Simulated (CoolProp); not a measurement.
trans-2-butene along the isotherm 435.8 K: Z from the reference equation and from simpler models built on Tc = 428.6 K, pc = 40.19 bar, ω = 0.210; each cubic takes its own stable root.

Computed with CoolProp (reference Helmholtz-energy equation of state, Lemmon 2005). It is a short technical equation, of lower accuracy than the large ones.

```
p (bar)          phase  reference
-------  -------------  ---------
4.64               gas     0.9610
9.27               gas     0.9198
13.9               gas     0.8758
18.5               gas     0.8286
23.2               gas     0.7758
27.8               gas     0.7182
32.5               gas     0.6505
37.1               gas     0.5696
41.7     supercritical     0.4549
46.4     supercritical     0.2544
51       supercritical     0.2356
55.6     supercritical     0.2415
60.3     supercritical     0.2519
```

Q: How far does each simpler model (van der Waals, Soave-Redlich-Kwong, Peng-Robinson) lie from the reference over these 13 states: mean and median of the absolute difference, and the worst?

A: 
- van der Waals: mean 14.1 %, median 5.3 %, worst +41.2 % at 435.8 K and 60.3 bar
- Soave-Redlich-Kwong: mean 8.5 %, median 2.5 %, worst +25.0 % at 435.8 K and 51 bar
- Peng-Robinson: mean 4.6 %, median 1.5 %, worst +14.3 % at 435.8 K and 46.4 bar
